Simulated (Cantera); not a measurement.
**Transport properties of process gases**

Gas mixture: N2 : CO2 : CH3OH : NH3 = 0.31 : 0.42 : 0.64 : 0.68 (molar parts), at 1330 Pa, frozen composition.

Cantera's kinetic-theory transport with the Lennard-Jones parameters of GRI-Mech 3.0, ideal gas; thermal conductivity in the multicomponent form. Polar gases are described roughly by these parameters. The composition is frozen, though it would react at the higher temperatures.

```
T (K)  ρ (kg/m³)  cp (J/kg/K)  μ (µPa s)  λ (mW/m/K)     Pr  D (cm²/s) NO  D (cm²/s) C2H2  D (cm²/s) CH3
-----  ---------  -----------  ---------  ----------  -----  ------------  --------------  -------------
400       0.0116         1445       16.2        33.1  0.706          23.0            18.2           24.9
600      0.00772         1741       23.5        57.6  0.710          47.5            38.7           52.3
800      0.00579         1979       30.1        83.7  0.711          78.4            65.0           86.9
1000     0.00463         2173       36.1         110  0.712           115            96.2            128
1200     0.00386         2324       41.6         136  0.711           156             132            175
1400     0.00331         2445       46.6         161  0.710           203             172            227
1600     0.00290         2543       51.4         184  0.710           254             215            284
```
D: mixture-averaged diffusion coefficient of that species in the mixture.
